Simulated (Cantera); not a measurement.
## Ammonia decomposition in nitride growth gas

An isothermal, constant-pressure homogeneous reactor starts with NH3 : H2 = 1 : 2.9 (molar parts), at 1975 K and 6800 Pa.

Computed with Cantera and the gas-phase N/H chemistry of the illustrative SiF4/NH3 mechanism in the Surface Chemkin manual (1991). Walls and surfaces, which speed up NH3 decomposition in real reactors, are not modelled.

| t (s) | x NH3 | x H2 | x N2 | x N | x N2H2 | x NH |
|---|---|---|---|---|---|---|
| 8.00e-6 | 0.256 | 0.744 | <1e-12 | <1e-12 | <1e-12 | 2.65e-11 |
| 2.77e-5 | 0.256 | 0.744 | <1e-12 | <1e-12 | 1.72e-11 | 5.55e-10 |
| 9.61e-5 | 0.256 | 0.744 | 2.03e-10 | 1.53e-11 | 3.33e-10 | 8.16e-9 |
| 0.000333 | 0.256 | 0.744 | 3.07e-8 | 7.24e-10 | 5.23e-9 | 1.03e-7 |
| 0.00115 | 0.256 | 0.743 | 2.93e-6 | 2.94e-8 | 8.80e-8 | 1.21e-6 |
| 0.00400 | 0.255 | 0.744 | 0.000175 | 5.22e-7 | 9.83e-7 | 8.31e-6 |
| 0.0139 | 0.251 | 0.746 | 0.00177 | 7.61e-7 | 1.34e-6 | 1.06e-5 |
| 0.0480 | 0.238 | 0.754 | 0.00726 | 7.65e-7 | 1.25e-6 | 1.05e-5 |
| 0.167 | 0.196 | 0.779 | 0.0236 | 7.75e-7 | 9.91e-7 | 9.89e-6 |
| 0.577 | 0.107 | 0.833 | 0.0594 | 7.96e-7 | 4.80e-7 | 8.17e-6 |
| 2.00 | 0.0157 | 0.887 | 0.0957 | 8.77e-7 | 5.82e-8 | 4.57e-6 |
x: mole fraction; the columns are a selection and need not sum to one.

Equilibrium at this temperature and pressure: NH3 3.82e-7, H2 0.893, N2 0.102, N 7.63e-10, N2H2 <1e-12, NH 1.20e-9 (gas phase only).
